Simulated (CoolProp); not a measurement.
Vapour-liquid equilibrium of propylene (1) + propane (2) at 207.7 K; x and y are mole fractions of (1).

Model: multi-fluid Helmholtz-energy mixture model, Lemmon 2013 and Lemmon 2009; pair parameters Bell 2016, in CoolProp.

Q: Give the bubble pressure and the first vapour's composition at x = 0.05, 0.35, 0.65. Is there an azeotrope?

A: x = 0.05: 32.48 kPa, y = 0.072; x = 0.35: 36.37 kPa, y = 0.423; x = 0.65: 39.25 kPa, y = 0.700. No azeotrope shows between x = 0.05 and 0.95.

The pair parameters rest on a limited set of measurements; away from them the model extrapolates.
